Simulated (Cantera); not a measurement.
Input: 1 mol Si₂Cl₆, 5 mol NH₃, at 700 °C and 11000 Pa.

Cantera equilibrium calculation (NASA polynomials, part measured and part estimated; ideal gas, pure solids and liquids). Candidate condensed phases: NH₄Cl, Si, Si₃N₄; 28 gas species. The feed counts by its element totals alone. The tables' values for SiCl₃ are old estimates; treat these amounts as uncertain. The numbers say what is thermodynamically allowed, not how fast it happens.

Base state: H₂ 0.476, HCl 0.351, N₂ 0.130, SiCl₄ 0.0423, SiHCl₃ 0.000322, SiCl₃ 1.71e-5 (mole fractions); condensed: Si₃N₄(s).

Q: What changes in the equilibrium state with this change: pressure from 11000 Pa to 1000 Pa?

A: 
```json
[
 {"species": "H₂", "before": "0.476", "after": "0.455"},
 {"species": "HCl", "before": "0.351", "after": "0.389"},
 {"species": "N₂", "before": "0.130", "after": "0.123"},
 {"species": "SiCl₄", "before": "0.0423", "after": "0.0325"},
 {"species": "SiCl₃", "before": "1.71e-5", "after": "3.85e-5"},
 {"species": "SiHCl₃", "before": "0.000322", "after": "0.000213"},
 {"species": "Si₃N₄(s), mol", "before": "0.503", "after": "0.541"}
]
```

Q: What changes in the equilibrium state with this change: temperature from 700 °C to 1027 °C?

A: 
| species | before | after |
|---|---|---|
| H₂ | 0.476 | 0.451 |
| HCl | 0.351 | 0.394 |
| N₂ | 0.130 | 0.123 |
| SiCl₄ | 0.0423 | 0.0280 |
| SiCl₂ | 1.99e-7 | 0.00102 |
| SiCl₃ | 1.71e-5 | 0.00219 |
| SiH₂Cl₂ | 2.56e-7 | 1.08e-5 |
| SiHCl₃ | 0.000322 | 0.00146 |
| Si₃N₄(s), mol | 0.503 | 0.541 |
